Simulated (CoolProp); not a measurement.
Ammonia along the isotherm 725 K: fugacity coefficient from the reference equation and from simpler models built on Tc = 405.6 K, pc = 11.36 MPa, ω = 0.256; each cubic takes its own stable root.

The numbers come from the reference Helmholtz-energy equation of state, Gao 2020 in CoolProp.

```json
[
 {"p (MPa)": "4.06", "phase": "gas", "reference": "0.9877"},
 {"p (MPa)": "8.12", "phase": "gas", "reference": "0.9759"},
 {"p (MPa)": "12.2", "phase": "supercritical", "reference": "0.9645"},
 {"p (MPa)": "16.2", "phase": "supercritical", "reference": "0.9539"},
 {"p (MPa)": "20.3", "phase": "supercritical", "reference": "0.9437"},
 {"p (MPa)": "24.4", "phase": "supercritical", "reference": "0.9340"},
 {"p (MPa)": "28.4", "phase": "supercritical", "reference": "0.9251"},
 {"p (MPa)": "32.5", "phase": "supercritical", "reference": "0.9166"},
 {"p (MPa)": "36.5", "phase": "supercritical", "reference": "0.9089"},
 {"p (MPa)": "40.6", "phase": "supercritical", "reference": "0.9016"},
 {"p (MPa)": "44.6", "phase": "supercritical", "reference": "0.8950"},
 {"p (MPa)": "48.7", "phase": "supercritical", "reference": "0.8889"},
 {"p (MPa)": "52.8", "phase": "supercritical", "reference": "0.8833"},
 {"p (MPa)": "56.8", "phase": "supercritical", "reference": "0.8784"}
]
```

### Question
How far does each simpler model (van der Waals, Redlich-Kwong, Peng-Robinson) lie from the reference over these 14 states: mean and median of the absolute difference, and the worst?

### Answer
- van der Waals: mean 6.4 %, median 7.0 %, worst -10.1 % at 725 K and 56.8 MPa
- Redlich-Kwong: mean 3.0 %, median 3.4 %, worst -4.3 % at 725 K and 56.8 MPa
- Peng-Robinson: mean 1.6 %, median 1.3 %, worst +4.1 % at 725 K and 56.8 MPa
